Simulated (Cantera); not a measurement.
Cantera run:

```python
import numpy as np
import cantera as ct

gas_names = """
    C CN C2 CCN CNC C2N2 C3 C4 C4N2 C5 N N2 Ti
""".split()
cond_names = """
    C(gr) Ti(a) Ti(b) Ti(L) TiC(s) TiC(L) TiN(s) TiN(L)
""".split()


def load(file, names, dense=False):
    # The tables refer to 1 bar. Condensed volumes are neglected.
    table = {s.name: s for s in ct.Species.list_from_file(file)}
    out = []
    for n in names:
        d = dict(table[n].input_data)
        d["thermo"] = dict(d["thermo"], **{"reference-pressure": 1e5})
        if dense:
            d["equation-of-state"] = {"model": "constant-volume", "density": "1e6 g/cm^3"}
        out.append(ct.Species.from_dict(d))
    return out


gas = ct.Solution(thermo="ideal-gas", species=load("nasa_gas.yaml", gas_names))
cond = {s.name: ct.Solution(thermo="fixed-stoichiometry", species=[s], name=s.name)
        for s in load("nasa_condensed.yaml", cond_names, dense=True)}
atoms = {
    'TiC': {'Ti': 1, 'C': 1},
    'N2': {'N': 2},
}
top_T = {'C(gr)': 4500}  # K; cautious upper limits of use, not melting points


def equilibrate(T, P, feed):
    n = {}
    for name, mol in feed.items():
        for a, k in atoms[name].items():
            n[a] = n.get(a, 0.0) + k * mol
    gas.TPX = T, P, n
    mass = sum(n.values()) * gas.mean_molecular_weight
    gas.equilibrate("TP")
    valid = [c for c in cond.values() if c.min_temp <= T <= top_T.get(c.name, c.max_temp)]
    mix = ct.Mixture([(gas, mass / gas.mean_molecular_weight)] + [(c, 0.0) for c in valid])
    mix.T, mix.P = T, P
    mix.equilibrate("TP", solver="vcs", rtol=1e-11, max_steps=5000)
    return mix


results = []
feed = {'TiC': 1, 'N2': 2.4}  # mol
P = 1333.22  # Pa
for T in [2198, 2273, 2348, 2423, 2498, 2573, 2648, 2723, 2798, 2873]:
    mix = equilibrate(T, P, feed)
    results.append((T, P, feed, dict(zip(mix.species_names, mix.species_moles))))

top = {s: max(r[3][s] / sum(r[3][g] for g in gas_names) for r in results) for s in gas_names}
cols = sorted((s for s in top if top[s] > 1e-06), key=lambda s: -top[s])[:9]
seen = [c for c in cond_names if any(r[3].get(c, 0) > 1e-12 for r in results)]
print("log10 of partial pressures in bar; condensed amounts in mol")
print(f"{'T/K':>10s}" + "".join(f"{s[:9]:>10s}" for s in cols + seen))
for T, P, feed, n in results:
    ng = sum(n[g] for g in gas_names)
    print(f"{T:10.4g}" + "".join(f"{np.log10(max(n[s] / ng * P / 1e5, 1e-99)):10.3f}" for s in cols)
          + "".join(f"{n.get(c, 0):10.4g}" for c in seen))
```

Result:

```
log10 of partial pressures in bar; condensed amounts in mol
       T/K        N2        Ti        CN        C3         C        C2      C2N2         N       CNC    TiC(s)
      2198    -1.875    -6.870    -6.901   -10.841    -9.567   -11.164    -8.351    -8.852   -11.822         1
      2273    -1.875    -6.449    -6.480    -9.957    -8.924   -10.357    -7.943    -8.475   -11.124    0.9999
      2348    -1.875    -6.055    -6.086    -9.133    -8.323    -9.603    -7.562    -8.123   -10.472    0.9998
      2423    -1.875    -5.684    -5.719    -8.363    -7.761    -8.898    -7.207    -7.791    -9.863    0.9996
      2498    -1.875    -5.335    -5.375    -7.646    -7.234    -8.239    -6.877    -7.480    -9.295    0.9992
      2573    -1.876    -5.004    -5.054    -6.981    -6.741    -7.625    -6.571    -7.187    -8.765    0.9982
      2648    -1.876    -4.688    -4.757    -6.367    -6.280    -7.055    -6.293    -6.910    -8.276    0.9963
      2723    -1.878    -4.382    -4.482    -5.808    -5.852    -6.530    -6.044    -6.649    -7.827    0.9925
      2798    -1.880    -4.086    -4.232    -5.304    -5.455    -6.050    -5.825    -6.402    -7.419    0.9851
      2873    -1.885    -3.797    -4.004    -4.852    -5.087    -5.612    -5.637    -6.170    -7.051    0.9708
```

These are equilibrium values from Cantera (NASA tables, ideal gas, pure condensed phases), not measurements of a reactor. TiC: taken at fixed stoichiometry.
